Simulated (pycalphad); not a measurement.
## Freezing of Hf-C alloys with rising C

Computed with pycalphad from the COST 507 light-alloy database (1999), at 1 atm. These are 1990s assessments: newer ones move some temperatures and phases. Amounts are mole fractions of atoms.

Scheil-Gulliver runs (no diffusion in the solid, steps of 4 K) beside full equilibrium. Interstitial elements diffuse fast in the metal, so real castings lie closer to equilibrium.

| alloy | liquidus (K) | Scheil, half solid (K) | Scheil, 80 % solid (K) | Scheil, invariant end (K) | liquid left at that end | equilibrium solidus (K) |
|---|---|---|---|---|---|---|
| Hf-5.42C (at.%) | 2616 | 2539 | 2485 | 2479 | 0.18 | 2534 |
| Hf-8.14C (at.%) | 2926 | 2553 | 2495 | 2479 | 0.15 | 2584 |
| Hf-10.85C (at.%) | ___ | ___ | ___ | 2479 | ___ | ___ |

Problem. Complete the blanks.

Solution. 
- Hf-10.85C (at.%), liquidus (K): 3195
- Hf-10.85C (at.%), Scheil, half solid (K): 2562
- Hf-10.85C (at.%), Scheil, 80 % solid (K): 2500
- Hf-10.85C (at.%), liquid left at that end: 0.13
- Hf-10.85C (at.%), equilibrium solidus (K): 2622
